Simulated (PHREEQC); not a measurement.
# Cooling-tower water: an equilibrium model

Synthetic water in mmol/kgw, 20 °C, pH 6.81, pe 12.7:

| constituent | mmol/kgw |
|---|---|
| Na | 3.22 |
| K | 1.32 |
| Ca | 6.96 |
| Mg | 0.0782 |
| Cl | 7.71 |
| S(6) | 3.4 |
| Alkalinity (meq/kgw) | 3.44 |
| F | 0.00934 |

Valence states are taken as typed.

Equilibrium calculation in PHREEQC: ion-association model, phreeqc.dat.

Precipitation was switched off in this run.

### Question
What ionic strength, charge-balance error, specific conductance does the model give?

### Answer
ionic strength 0.0251 mol/kgw; charge-balance error 2.0 %; specific conductance 1610 µS/cm.

### Question
In which forms is C present?

### Answer
HCO3- 73 %, CO2 24 %, CaHCO3+ 2.9 % of the C.
